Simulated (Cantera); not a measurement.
A Cantera script and what it prints.

```python
import numpy as np
import cantera as ct

gas_names = """
    H HNO HNO2 HNO3 HO2 H2 H2O H2O2 H2S H2SO4 N NH NH2 NH3 NH2OH NO NO2 NO3 N2 N2H2 N2H4 N2O O OH O2 O3
    S SH SN SO SO2 SO3 S2 S2O S8
""".split()
cond_names = """
    H2O(s) H2O(L) H2SO4(L) S(cr1) S(cr2) S(L)
""".split()


# ... load() reads the species with a 1 bar reference pressure and builds the phases ...
atoms = {
    'SO2': {'S': 1, 'O': 2},
    'N2': {'N': 2},
    'H2': {'H': 2},
}
top_T = {}  # K; cautious upper limits of use, not melting points


# ... equilibrate(T, P, feed) seeds the gas with the atoms and calls Mixture.equilibrate('TP', solver="vcs", rtol=1e-11, max_steps=5000) ...
results = []
feed = {'SO2': 1, 'N2': 1.2, 'H2': 1.1}  # mol
T = 1723  # K
for P in [10, 200, 3900, 77000, 1500000, 30000000]:
    mix = equilibrate(T, P, feed)
    results.append((T, P, feed, dict(zip(mix.species_names, mix.species_moles))))
    x = sorted(zip(gas.X, gas.species_names), reverse=True)
    print(f"T = {T:g} K  P = {P:g} Pa  gas = {mix.phase_moles(0):.4g} mol")
    print("   x: " + "  ".join(f"{s} {v:.3e}" for v, s in x if v > 0.001))
    print("   condensed (mol): " + ("  ".join(f"{mix.phase(i).name} {mix.phase_moles(i):.4g}"
          for i in range(1, mix.n_phases) if mix.phase_moles(i) > 1e-12) or "none"))
```

Result:

```
T = 1723 K  P = 10 Pa  gas = 3.221 mol
   x: N2 3.726e-01  SO2 1.938e-01  H2O 1.789e-01  H2 1.573e-01  SO 5.384e-02  S2 2.679e-02  H 7.232e-03  S 6.350e-03  SH 2.270e-03
   condensed (mol): none
T = 1723 K  P = 200 Pa  gas = 3.142 mol
   x: N2 3.819e-01  H2O 2.327e-01  SO2 1.871e-01  H2 1.137e-01  S2 4.765e-02  SO 2.889e-02  SH 2.574e-03  S 1.894e-03  H2S 1.574e-03  H 1.375e-03
   condensed (mol): none
T = 1723 K  P = 3900 Pa  gas = 3.088 mol
   x: N2 3.885e-01  H2O 2.788e-01  SO2 1.767e-01  H2 7.109e-02  S2 6.147e-02  SO 1.424e-02  H2S 4.936e-03  SH 2.312e-03  S2O 1.105e-03
   condensed (mol): none
T = 1723 K  P = 77000 Pa  gas = 3.049 mol
   x: N2 3.935e-01  H2O 3.085e-01  SO2 1.691e-01  S2 6.644e-02  H2 3.888e-02  H2S 1.247e-02  SO 6.738e-03  S2O 2.417e-03  SH 1.777e-03
   condensed (mol): none
T = 1723 K  P = 1.5e+06 Pa  gas = 3.019 mol
   x: N2 3.975e-01  H2O 3.191e-01  SO2 1.677e-01  S2 6.188e-02  H2S 2.580e-02  H2 1.888e-02  S2O 4.794e-03  SO 3.138e-03  SH 1.195e-03
   condensed (mol): none
T = 1723 K  P = 3e+07 Pa  gas = 2.993 mol
   x: N2 4.010e-01  H2O 3.144e-01  SO2 1.719e-01  S2 4.910e-02  H2S 4.463e-02  S2O 8.629e-03  H2 8.202e-03  SO 1.418e-03
   condensed (mol): none
```

Cantera equilibrium calculation (NASA polynomials, part measured and part estimated; ideal gas, pure solids and liquids). The ideal-gas law is rough above about 30 bar.
